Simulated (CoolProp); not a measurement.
The numbers come from the reference Helmholtz-energy equation of state, Akasaka 2023 in CoolProp.

### Question
Give the vapour pressure (kPa), vapour density (kg/m³), liquid cp (kJ/(kg K)) of saturated R1336mzz(E) at 14.65, 29.15, 43.55 °C.

### Answer
```json
[
 {"T (°C)": "14.65", "p (kPa)": "132", "vapour density (kg/m³)": "9.65", "liquid cp (kJ/(kg K))": "1.23"},
 {"T (°C)": "29.15", "p (kPa)": "223", "vapour density (kg/m³)": "16.0", "liquid cp (kJ/(kg K))": "1.25"},
 {"T (°C)": "43.55", "p (kPa)": "355", "vapour density (kg/m³)": "25.1", "liquid cp (kJ/(kg K))": "1.27"}
]
```
